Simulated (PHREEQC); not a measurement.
# Phosphoric acid bath: an equilibrium model

Consider water at 25 °C with 1.9 mmol/kgw H3PO4, 5.4 mmol/kgw HNO3 and 0.1 mmol/kgw H4SiO4. Closed to the air; pH follows from the charge balance.

Computed with PHREEQC (ion-association model, phreeqc.dat).

pH: 2.22
ionic strength: 0.00645 mol/kgw
specific conductance: 2520 µS/cm
total alkalinity: -7.30 meq/kg

```csv
species,molality,activity,log γ
H+,0.00645,0.00598,-0.033
NO3-,0.00540,0.00495,-0.038
H2PO4-,0.00105,0.000967,-0.036
H3PO4,0.000850,0.000851,0.001
H4SiO4,0.000100,0.000100,0.001
HPO4-2,1.40e-8,1.01e-8,-0.145
```

This is a speciation only: nothing precipitates in the calculation. Complexes and solids missing from the database can't appear.
